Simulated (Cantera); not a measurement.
Input: 1 mol MgCO₃, 0.13 mol H₂S, 3.9 mol N₂, 0.4 mol O₂, at 1475 K and 3300 Pa.

These are equilibrium values from Cantera (NASA tables, ideal gas, pure condensed phases), not measurements of a reactor. Candidate condensed phases: C, C₆H₆, C₇H₈, C₈H₁₈, H₂O, H₂SO₄, Mg, MgCO₃, MgO, Mg(OH)₂, MgS, MgSO₄, S; 158 gas species. Kinetics and transport are ignored.

Base state: N₂ 0.727, CO₂ 0.186, O₂ 0.0380, H₂O 0.0242, SO₂ 0.0242, NO 0.000441, OH 4.72e-5, SO₃ 3.64e-5 (mole fractions); condensed: MgO(s).

Q: What changes in the equilibrium state with this change: MgCO₃ replaced by FeS₂?

A: 
```json
[
 {"species": "N₂", "before": "0.727", "after": "0.818"},
 {"species": "S₂", "before": "<1e-9", "after": "0.0801"},
 {"species": "SO₂", "before": "0.0242", "after": "0.0713"},
 {"species": "CO₂", "before": "0.186", "after": "0"},
 {"species": "O₂", "before": "0.0380", "after": "1.42e-9"},
 {"species": "H₂O", "before": "0.0242", "after": "0.0219"},
 {"species": "H₂S", "before": "<1e-9", "after": "0.000911"},
 {"species": "S₂O", "before": "<1e-9", "after": "0.000861"},
 {"species": "MgO(s), mol", "before": "1.00", "after": "0"},
 {"species": "FeS(l), mol", "before": "0", "after": "1.000"}
]
```
FeS: taken at fixed stoichiometry. Further candidate phases: Fe, FeO, Fe(OH)₂, Fe(OH)₃, FeS, FeSO₄, FeS₂, Fe₂O₃, Fe₂(SO₄)₃, Fe₃O₄.
